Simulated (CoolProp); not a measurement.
A single-stage vapour-compression cycle with R123: evaporating at 325.15 K (dew point), condensing at 382.15 K (bubble point), superheat 10 K, subcooling 0 K, compressor efficiency 0.6, no pressure losses. Each further row changes one setting.

The numbers come from the reference Helmholtz-energy equation of state, Younglove 1994 in CoolProp. It is a modified Benedict-Webb-Rubin equation, recast in Helmholtz form.

```json
[
 {"case": "as stated", "cooling COP": "2.54", "pressure ratio": "4.23", "discharge temperature (K)": "400.9", "refrigerating effect (kJ/kg)": "104", "volumetric capacity (kJ/m³)": "1380"},
 {"case": "evaporating temperature 330.15 K", "cooling COP": "[?]", "pressure ratio": "3.65", "discharge temperature (K)": "[?]", "refrigerating effect (kJ/kg)": "107", "volumetric capacity (kJ/m³)": "1640"},
 {"case": "condensing temperature 377.15 K", "cooling COP": "2.89", "pressure ratio": "[?]", "discharge temperature (K)": "395.7", "refrigerating effect (kJ/kg)": "110", "volumetric capacity (kJ/m³)": "1460"},
 {"case": "subcooling 5 K", "cooling COP": "2.68", "pressure ratio": "4.23", "discharge temperature (K)": "400.9", "refrigerating effect (kJ/kg)": "110", "volumetric capacity (kJ/m³)": "1460"},
 {"case": "superheat 20 K", "cooling COP": "2.61", "pressure ratio": "4.23", "discharge temperature (K)": "411.5", "refrigerating effect (kJ/kg)": "112", "volumetric capacity (kJ/m³)": "[?]"},
 {"case": "compressor efficiency 0.5", "cooling COP": "2.11", "pressure ratio": "4.23", "discharge temperature (K)": "410.2", "refrigerating effect (kJ/kg)": "104", "volumetric capacity (kJ/m³)": "1380"}
]
```

Problem. Complete the blanks.

Solution. 
- evaporating temperature 330.15 K, cooling COP: 2.90
- evaporating temperature 330.15 K, discharge temperature (K): 399.7
- condensing temperature 377.15 K, pressure ratio: 3.80
- superheat 20 K, volumetric capacity (kJ/m³): 1430
